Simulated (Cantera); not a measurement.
A freely propagating, adiabatic, planar premixed flame of 4.42 % C₃H₈, 20.1 % O₂, 75.5 % N₂, unburnt at 648 K and 1.00 bar; mixture-averaged transport, grid criteria slope 0.08 and curve 0.16, no radiation.

Computed with Cantera and GRI-Mech 3.0 (53 species, 325 reactions). GRI-Mech 3.0 was tuned for natural gas; its chemistry of propane as a main component is partial and can be far from experiment. Burning velocities carry a grid error of a few per cent, more on coarse grids.

x: mole fraction of selected species; z is measured from the peak of heat release.

| z (mm) | T (K) | u (m/s) | x C₃H₈ | x O₂ | x C₂H₆ | x H | x H₂ | x OH |
|---|---|---|---|---|---|---|---|---|
| -0.757 | 648 | 1.87 | 0.0441 | 0.201 | 4.58e-8 | <1e-8 | 0.00116 | <1e-8 |
| -0.505 | 649 | 1.87 | 0.0440 | 0.200 | 1.12e-6 | <1e-8 | 0.00358 | <1e-8 |
| -0.378 | 653 | 1.89 | 0.0439 | 0.199 | 7.54e-6 | 1.92e-8 | 0.00652 | 1.33e-8 |
| -0.252 | 686 | 2.00 | 0.0433 | 0.195 | 8.65e-5 | 1.17e-6 | 0.0124 | 6.98e-7 |
| -0.126 | 982 | 2.95 | 0.0333 | 0.164 | 0.00139 | 0.000108 | 0.0236 | 3.72e-5 |
| -0.0631 | 1380 | 4.30 | 0.0123 | 0.120 | 0.00171 | 0.00101 | 0.0297 | 0.000475 |
| 0 | 1782 | 5.70 | 0.000482 | 0.0706 | 0.000211 | 0.00481 | 0.0303 | 0.00276 |
| 0.0631 | 1976 | 6.36 | ___ | ___ | ___ | ___ | ___ | ___ |
| 0.126 | 2031 | 6.52 | <1e-8 | 0.0265 | <1e-8 | 0.0124 | 0.0206 | 0.00939 |
| 0.252 | 2073 | 6.61 | <1e-8 | 0.0186 | <1e-8 | 0.0140 | 0.0192 | 0.0108 |
| 0.505 | 2123 | 6.74 | <1e-8 | ___ | <1e-8 | 0.0132 | 0.0194 | 0.0109 |
| 1.01 | 2188 | 6.91 | <1e-8 | 0.0132 | <1e-8 | 0.0106 | 0.0185 | 0.0105 |
| 2.02 | 2265 | 7.11 | <1e-8 | 0.0107 | <1e-8 | 0.00760 | 0.0167 | 0.00969 |

Question: Some entries are withheld; supply them.

Answer: 
- 0.0631, x C₃H₈: 9.19e-7
- 0.0631, x O₂: 0.0398
- 0.0631, x C₂H₆: 2.14e-6
- 0.0631, x H: 0.00949
- 0.0631, x H₂: 0.0247
- 0.0631, x OH: 0.00672
- 0.505, x O₂: 0.0154
